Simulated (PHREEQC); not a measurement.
Hard or scaling water: speciation

Solution (20 °C): 7.7 mmol/kgw CaCl2, 18 mmol/kgw CO2 and 0.00053 mmol/kgw H4SiO4. Closed to the air; pH follows from the charge balance.

The numbers come from PHREEQC with the ion-association model, phreeqc.dat.

```
Quantity                       Value
--------------------  --------------
pH                              4.05
ionic strength        0.0232 mol/kgw
specific conductance      1640 µS/cm
```

```tsv
species	molality	activity	log γ
CO2	0.0179	0.0180	0.002
Cl-	0.0154	0.0133	-0.065
Ca+2	0.00769	0.00440	-0.243
H+	0.000101	8.93e-5	-0.053
HCO3-	9.60e-5	8.35e-5	-0.061
(CO2)2	4.98e-6	5.01e-6	0.002
CaHCO3+	4.94e-6	4.31e-6	-0.059
H4SiO4	5.30e-7	5.33e-7	0.002
```

Precipitation was switched off in this run. Complexes and solids missing from the database can't appear.
